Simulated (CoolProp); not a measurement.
Vapour-liquid equilibrium of CH2F2 (R32) (1) + R1234ze(E) (2) at -73.65 °C; x and y are mole fractions of (1).

Model: multi-fluid Helmholtz-energy mixture model, Tillner-Roth 1997 and Thol 2016; pair parameters Bell 2023, in CoolProp.

```tsv
x	bubble pressure (MPa)	y at the bubble point	dew pressure at overall composition x (MPa)	liquid density (mol/L)
0.05	0.006250	0.362	[?]	12.90
0.2	0.01141	[?]	0.005122	13.94
0.35	0.01542	0.810	0.006152	[?]
0.5	0.01870	0.870	[?]	16.63
0.65	0.02161	[?]	[?]	18.40
0.8	0.02447	0.951	[?]	20.59
0.95	0.02753	0.988	0.02442	[?]
```

Task: Fill in the missing entries.

Result: 
- 0.05, dew pressure at overall composition x (MPa): 0.004385
- 0.2, y at the bubble point: 0.699
- 0.35, liquid density (mol/L): 15.17
- 0.5, dew pressure at overall composition x (MPa): 0.007690
- 0.65, y at the bubble point: 0.913
- 0.65, dew pressure at overall composition x (MPa): 0.01021
- 0.8, dew pressure at overall composition x (MPa): 0.01496
- 0.95, liquid density (mol/L): 23.36

No azeotrope shows between x = 0.05 and 0.95.

Pair parameters are fitted to limited data, so mixtures are less certain than the pure fluids.
